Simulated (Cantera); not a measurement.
A closed system holds: 1 mol SiF4, 2.7 mol N2O, 2 mol H2, 3.1 mol O3, at 0.830 bar.

Equilibrium computed with Cantera from the NASA thermochemical tables; the gas is ideal and each condensed phase is pure. Candidate condensed phases: H2O, Si, SiO2, Si2N2O, Si3N4; 58 gas species. The tables hold silica as quartz up to 1696 K and as liquid above; real silica turns to tridymite and cristobalite and melts near 1996 K. Gases not in the tables: Si(OH)4. Kinetics and transport are ignored.

**Question.** Which condensed phases are stable at each of these points (T (K)): 1075, 1150, 1225, 1300, 1375, 1450, 1525, 1600, 1675, 1750, 1825, 1900, 1975, 2050?

**Answer.** 
```csv
T (K),condensed phases,Si condensed (%)
1075,SiO2(β-quartz),39.7
1150,SiO2(β-quartz),45.1
1225,SiO2(β-quartz),50.1
1300,SiO2(β-quartz),54.6
1375,SiO2(β-quartz),58.5
1450,SiO2(β-quartz),62.0
1525,SiO2(β-quartz),65.1
1600,SiO2(β-quartz),67.8
1675,SiO2(β-quartz),70.2
1750,SiO2(condensed),72.4
1825,SiO2(condensed),74.4
1900,SiO2(condensed),76.2
1975,SiO2(condensed),77.7
2050,SiO2(l),79.1
```

From 1075 K to 1675 K the condensed part is SiO2(β-quartz). From 1750 K to 1975 K the condensed part is SiO2(condensed). At 2050 K the condensed part is SiO2(l). The share of Si in condensed phases is highest at 2050 K (79.1 %) and lowest at 1075 K (39.7 %).
